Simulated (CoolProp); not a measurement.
Vapour-liquid equilibrium of CHF3 (R23) (1) + R152A (2) at 1.05 °C; x and y are mole fractions of (1).

Values from CoolProp's multi-fluid Helmholtz-energy mixture model, Penoncello 2003 and Outcalt 1996; pair parameters Bell 2016.

| x | bubble pressure, mixture model (MPa) | bubble pressure, Raoult's law (MPa) | y, mixture model | y, Raoult's law |
|---|---|---|---|---|
| 0.05 | 0.3588 | 0.3887 | 0.255 | 0.330 |
| 0.125 | 0.4915 | 0.5606 | 0.479 | 0.572 |
| 0.2 | 0.6310 | 0.7326 | 0.615 | 0.701 |
| 0.275 | 0.7770 | 0.9045 | 0.705 | 0.780 |
| 0.35 | 0.9293 | 1.076 | 0.770 | 0.834 |
| 0.425 | 1.088 | 1.248 | 0.818 | 0.874 |
| 0.5 | 1.252 | 1.420 | 0.855 | 0.904 |
| 0.575 | 1.423 | 1.592 | 0.886 | 0.927 |
| 0.65 | 1.599 | 1.764 | 0.911 | 0.946 |
| 0.725 | 1.784 | 1.936 | 0.933 | 0.961 |
| 0.8 | 1.977 | 2.108 | 0.952 | 0.974 |
| 0.875 | 2.182 | 2.280 | 0.970 | 0.985 |
| 0.95 | 2.404 | 2.452 | 0.988 | 0.994 |

The largest gap from Raoult's law is -14.1 % in bubble pressure, at x = 0.275. No azeotrope shows between x = 0.05 and 0.95.

The pair parameters rest on a limited set of measurements; away from them the model extrapolates.
